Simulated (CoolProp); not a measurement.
Vapour-liquid equilibrium of C3F8 (R218) (1) + c-C4F8 (RC318) (2) at 0.836 MPa; x and y are mole fractions of (1).

The numbers come from the multi-fluid Helmholtz-energy mixture model, Lemmon 2006 and Platzer 1990; pair parameters Bell 2016 in CoolProp. This equation is an older, rougher fit; its heat capacities, sound speeds and derivatives of the liquid may be far off and weren't checked against measurements.

Give the bubble temperature and the first vapour's composition at x = 0.125, 0.725, 0.8. Is there an azeotrope?

x = 0.125: 330.7 K, y = 0.168; x = 0.725: 307.3 K, y = 0.869; x = 0.8: 304.2 K, y = 0.914. No azeotrope shows between x = 0.05 and 0.95.

The pair parameters rest on a limited set of measurements; away from them the model extrapolates.
